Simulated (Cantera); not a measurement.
Cantera run:

```python
import numpy as np
import cantera as ct

gas_names = [...]  # 95 gases of nasa_gas.yaml made of C, F, H
cond_names = """
    C(gr) C6H6(L) C7H8(L) C8H18(L),n-octa
""".split()


# ... load() reads the species with a 1 bar reference pressure and builds the phases ...
atoms = {
    'CH2F2': {'C': 1, 'H': 2, 'F': 2},
    'H2': {'H': 2},
}
top_T = {'C(gr)': 4500}  # K; cautious upper limits of use, not melting points


# ... equilibrate(T, P, feed) seeds the gas with the atoms and calls Mixture.equilibrate('TP', solver="vcs", rtol=1e-11, max_steps=5000) ...
results = []
feed = {'CH2F2': 1, 'H2': 0.05}  # mol
T = 1173.15  # K
P = 25  # Pa
mix = equilibrate(T, P, feed)
results.append((T, P, feed, dict(zip(mix.species_names, mix.species_moles))))
print(gas.report(threshold=1e-05))
for i in range(1, mix.n_phases):
    print(f"{mix.phase(i).name:16s} {mix.phase_moles(i):12.5e} mol")
```

Output:

```
       temperature   1173.2 K
          pressure   25 Pa
           density   5.0152e-05 kg/m^3
  mean mol. weight   19.568 kg/kmol
   phase of matter   gas

                          1 kg             1 kmol
                     ---------------   ---------------
          enthalpy       -1.2263e+07       -2.3997e+08  J
   internal energy       -1.2762e+07       -2.4972e+08  J
           entropy             14464        2.8302e+05  J/K
    Gibbs function       -2.9231e+07       -5.7199e+08  J
 heat capacity c_p            1581.1             30939  J/K
 heat capacity c_v            1156.2             22625  J/K

                      mass frac. Y      mole frac. X     chem. pot. / RT
                     ---------------   ---------------   ---------------
                HF           0.99749           0.97561           -59.359
                H2         0.0025128           0.02439           -29.925
     [  +93 minor]        7.6111e-08         1.178e-06

C(gr)             1.00000e+00 mol
```

Cantera equilibrium calculation (NASA polynomials, part measured and part estimated; ideal gas, pure solids and liquids).
